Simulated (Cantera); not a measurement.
A freely propagating, adiabatic, planar premixed flame of 8.20 % CH4, 19.3 % O2, 72.5 % N2, equivalence ratio 0.85, unburnt at 573 K and 0.660 bar; mixture-averaged transport, grid criteria slope 0.08 and curve 0.16, no radiation.

Cantera simulation using GRI-Mech 3.0 (53 species, 325 reactions); the numbers are that mechanism's predictions, not measurements. Burning velocities carry a grid error of a few per cent, more on coarse grids.

Q: Predict: laminar burning velocity; thermal thickness; peak x(C2H); peak x(O); peak x(CH2O); peak x(H2).

A: laminar burning velocity: 119 cm/s
thermal thickness: 0.506 mm
peak x(C2H): 9.49e-8
peak x(O): 0.00604
peak x(CH2O): 0.000997
peak x(H2): 0.0168
